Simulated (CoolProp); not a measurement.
Vapour-liquid equilibrium of R143a (1) + fluoroethane (R161) (2) at 0.0927 MPa; x and y are mole fractions of (1).

Values from CoolProp's multi-fluid Helmholtz-energy mixture model, Lemmon and Jacobsen 2000 and Wu 2012; pair parameters Bell 2016.

```tsv
x	bubble temperature, mixture model (°C)	bubble temperature, Raoult's law (°C)	y, mixture model	y, Raoult's law
0.05	-40.2	-40.1	0.080	0.076
0.15	-41.5	-41.2	0.222	0.216
0.25	-42.6	-42.3	0.347	0.344
0.35	-43.7	-43.3	0.459	0.459
0.45	-44.7	-44.3	0.560	0.564
0.55	-45.6	-45.3	0.652	0.660
0.65	-46.4	-46.2	0.738	0.747
0.75	-47.2	-47.1	0.819	0.827
0.85	-48.0	-47.9	0.894	0.901
0.95	-48.7	-48.7	0.966	0.968
```

The largest gap from Raoult's law is -0.4 K in bubble temperature, at x = 0.35. No azeotrope shows between x = 0.05 and 0.95.

Pair parameters are fitted to limited data, so mixtures are less certain than the pure fluids.
